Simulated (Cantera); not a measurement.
Cantera run:

```python
import numpy as np
import cantera as ct

gas_names = """
    CO O NO2 NO TaO2
""".split()
cond_names = """
    Ta(cr) Ta(L) TaC(s) TaC(L)
""".split()


# ... load() reads the species with a 1 bar reference pressure and builds the phases ...
species = {s.name: s for s in load("nasa_gas.yaml", gas_names) + load("nasa_condensed.yaml", cond_names)}
# Each term lists the table entries of one substance; the one whose range holds T is used.
reactions = {
    'Ta + CO(g) = TaC + O(g)':
        [(-1, ['Ta(cr)', 'Ta(L)']), (-1, ['CO']), (1, ['TaC(s)', 'TaC(L)']), (1, ['O'])],
    'TaC + 3 NO2(g) = 3 NO(g) + TaO2(g) + CO(g)':
        [(-1, ['TaC(s)', 'TaC(L)']), (-3, ['NO2']), (3, ['NO']), (1, ['TaO2']), (1, ['CO'])],
}


def pick(names, T):
    return next(species[n] for n in names if species[n].thermo.min_temp <= T <= species[n].thermo.max_temp)


results = []
for label, terms in reactions.items():
    print(label)
    print("     T/K   dH/kJ  dS/(J/K)   dG/kJ   log10 K")
    for T in [300, 773, 848, 923, 998, 1073, 1148, 1223, 1298, 1373, 1448, 1523]:
        used = [(nu, pick(names, T)) for nu, names in terms]
        dH = sum(nu * s.thermo.h(T) for nu, s in used) / 1e6
        dS = sum(nu * s.thermo.s(T) for nu, s in used) / 1e3
        dG = dH - T * dS / 1e3
        logK = -dG * 1e6 / (ct.gas_constant * T * np.log(10))
        results.append((label, T, dH, dS, dG, logK, [s.name for _, s in used]))
        print(f"{T:8g} {dH:8.1f} {dS:8.1f} {dG:8.1f} {logK:8.2f}")
```

It prints:

```
Ta + CO(g) = TaC + O(g)
     T/K   dH/kJ  dS/(J/K)   dG/kJ   log10 K
     300    215.6    -35.7    226.3   -39.40
     773    220.0    -27.4    241.2   -16.30
     848    220.8    -26.4    243.2   -14.98
     923    221.6    -25.5    245.1   -13.87
     998    222.4    -24.7    247.0   -12.93
    1073    223.2    -23.9    248.8   -12.11
    1148    224.0    -23.2    250.6   -11.40
    1223    224.9    -22.5    252.3   -10.78
    1298    225.7    -21.8    254.0   -10.22
    1373    226.5    -21.2    255.6    -9.72
    1448    227.4    -20.5    257.1    -9.28
    1523    228.3    -20.0    258.7    -8.87
TaC + 3 NO2(g) = 3 NO(g) + TaO2(g) + CO(g)
     T/K   dH/kJ  dS/(J/K)   dG/kJ   log10 K
     300      4.0    347.4   -100.2    17.45
     773      2.0    345.7   -265.2    17.92
     848      0.9    344.2   -291.0    17.93
     923     -0.4    342.8   -316.8    17.93
     998     -1.8    341.4   -342.5    17.92
    1073     -3.3    339.9   -368.0    17.92
    1148     -4.8    338.6   -393.5    17.90
    1223     -6.4    337.2   -418.8    17.89
    1298     -8.0    335.9   -444.0    17.87
    1373     -9.7    334.6   -469.2    17.85
    1448    -11.5    333.4   -494.2    17.83
    1523    -13.3    332.1   -519.2    17.81
```

Source: NASA polynomial tables (part measured, part estimated), evaluated in Cantera. TaC: taken at fixed stoichiometry. Condensed species are held in their standard states even where they would react or evaporate.
